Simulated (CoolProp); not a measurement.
Vapour-liquid equilibrium of carbon dioxide (1) + propylene (2) at 231.1 K; x and y are mole fractions of (1).

Computed with CoolProp (multi-fluid Helmholtz-energy mixture model, Span 1996 and Lemmon 2013; pair parameters Bell 2016).

Question: Give the bubble pressure and the first vapour's composition at x = 0.125, 0.725, 0.95. Is there an azeotrope?

Answer: x = 0.125: 0.3176 MPa, y = 0.621; x = 0.725: 0.7861 MPa, y = 0.915; x = 0.95: 0.9025 MPa, y = 0.979. No azeotrope shows between x = 0.05 and 0.95.

The pair parameters rest on a limited set of measurements; away from them the model extrapolates.
